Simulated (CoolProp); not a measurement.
A single-stage vapour-compression cycle with R227EA: evaporating at 269.15 K (dew point), condensing at 336.15 K (bubble point), superheat 8 K, subcooling 8 K, compressor efficiency 0.75, no pressure losses. Each further row changes one setting.

Model: reference Helmholtz-energy equation of state, Lemmon 2016, in CoolProp.

```
case                              cooling COP  pressure ratio  discharge temperature (K)  refrigerating effect (kJ/kg)  volumetric capacity (kJ/m³)
--------------------------------  -----------  --------------  -------------------------  ----------------------------  ---------------------------
as stated                                1.89            7.53                      336.1                          62.6                          826
evaporating temperature 274.15 K         2.19      (withheld)                      336.2                          65.9                   (withheld)
condensing temperature 331.15 K    (withheld)            6.67                      331.5                          69.0                   (withheld)
subcooling 13 K                          2.09            7.53                      336.1                          69.0                          911
superheat 18 K                           2.01            7.53                      345.0                    (withheld)                          892
compressor efficiency 0.65               1.64            7.53                      340.4                          62.6                          826
```

Question: What belongs in the gaps?

Answer: 
- evaporating temperature 274.15 K, pressure ratio: 6.23
- evaporating temperature 274.15 K, volumetric capacity (kJ/m³): 1040
- condensing temperature 331.15 K, cooling COP: 2.20
- condensing temperature 331.15 K, volumetric capacity (kJ/m³): 910
- superheat 18 K, refrigerating effect (kJ/kg): 70.6

The compression ends wet for: as stated; subcooling 13 K.
